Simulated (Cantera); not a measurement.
## Si2Cl6 + Cl2 + H2 (silicon epitaxy and polysilicon growth)

A closed system holds: 1 mol Si2Cl6, 0.32 mol Cl2, a varied amount of H2, at 1525 K and 0.290 bar.

Method: chemical equilibrium by Gibbs-energy minimisation in Cantera with the NASA 1993 tables (ideal gas, pure condensed phases). Candidate condensed phases: Si; 19 gas species. The feed counts by its element totals alone. The tables' values for SiCl3 are old estimates; treat these amounts as uncertain. Rates play no part.

From 17 mol H2 to 280 mol H2 the condensed part is Si(s). The main Si-bearing gas is SiCl2 throughout. The share of Si in condensed phases is highest at 280 mol H2 (79.2 %) and lowest at 17 mol H2 (10.9 %).

```tsv
n(H2) (mol)	log p H2	log p HCl	log p SiCl2	log p SiCl3	log p SiCl4	log p SiHCl3	log p SiH2Cl2	n Si(s)
17	-0.64	-1.43	-1.70	-2.49	-2.80	-2.96	-3.91	0.218
21	-0.63	-1.47	-1.80	-2.62	-2.98	-3.08	-3.98	0.309
28	-0.61	-1.53	-1.93	-2.82	-3.24	-3.27	-4.10	0.446
36	-0.60	-1.58	-2.05	-3.01	-3.49	-3.46	-4.21	0.577
47	-0.58	-1.65	-2.20	-3.23	-3.78	-3.66	-4.34	0.723
60	-0.58	-1.71	-2.34	-3.44	-4.06	-3.87	-4.47	0.860
78	-0.57	-1.79	-2.50	-3.67	-4.38	-4.10	-4.62	1.01
100	-0.56	-1.87	-2.66	-3.91	-4.70	-4.34	-4.78	1.14
130	-0.56	-1.95	-2.83	-4.18	-5.05	-4.60	-4.95	1.27
170	-0.55	-2.04	-3.02	-4.46	-5.43	-4.88	-5.13	1.39
220	-0.55	-2.14	-3.21	-4.74	-5.81	-5.16	-5.32	1.50
280	-0.55	-2.23	-3.39	-5.02	-6.17	-5.44	-5.50	1.58
```
log p: log10 of the partial pressure in bar; n: condensed amount in mol.
